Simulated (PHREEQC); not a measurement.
Solution (25 °C): 1.9 mol/kgw LiCl and 0.00011 mol/kgw H3BO3. Closed to the air; pH follows from the charge balance.

All values are PHREEQC results (ion-association model, phreeqc.dat), not measurements.

```json
[
 {"quantity": "pH", "before": "6.54", "after": "6.57"},
 {"quantity": "ionic strength (mol/kgw)", "before": "1.90", "after": "2.71e-7"}
]
```

### Question
What was changed between the two runs?
A. H3BO3 replaced by Na2B4O7 at the same molality
B. LiCl left out
C. H3BO3 replaced by NaBF4 at the same molality
D. LiCl replaced by KCl at the same molality
E. H3BO3 left out

### Answer
B, LiCl left out

This is a speciation only: nothing precipitates in the calculation. The ionic strength passes 0.7 mol/kgw, the rough limit of the ion-association models, in before.
